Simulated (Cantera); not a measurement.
Feed: 1 mol BCl3, a varied amount of O2, held at 86.0 Pa.

Cantera equilibrium calculation (NASA polynomials, part measured and part estimated; ideal gas, pure solids and liquids). Candidate condensed phases: B, B2O3; 18 gas species. The tables' values for BCl2 are old estimates. Kinetics and transport are ignored.

Stable condensed phases, one row left out:

```
T in K \ n(O2) in mol
          0.2 0.26 0.35 0.46 0.61 0.81  1.1  1.4  1.9  2.5  3.4  4.5  5.9
   2398     A    A    A    A    A    A    A    A    A    A    A    A    A
   2198     A    A    A    A    A    A    A    A    A    A    A    A    A
   1998     A    A    A    A    A    A    A    A    A    A    A    A    A
   1798     A    A    A    A    A    A    A    A    A    A    A    A    A
   1598     A    A    A    A    A    A    A    A    A    A    A    A    A
   1398     A    A    B    B    B    B    B    B    B    B    B    B    B
   1198     A    B    B    B    B    B    B    B    B    B    B    B    B
    798     B    B    B    B    B    B    B    B    B    B    B    B    B
```

A: gas only; B: B2O3.

Question: Give the row for 998 K.

Answer: 0.2: B2O3; 0.26: B2O3; 0.35: B2O3; 0.46: B2O3; 0.61: B2O3; 0.81: B2O3; 1.1: B2O3; 1.4: B2O3; 1.9: B2O3; 2.5: B2O3; 3.4: B2O3; 4.5: B2O3; 5.9: B2O3.
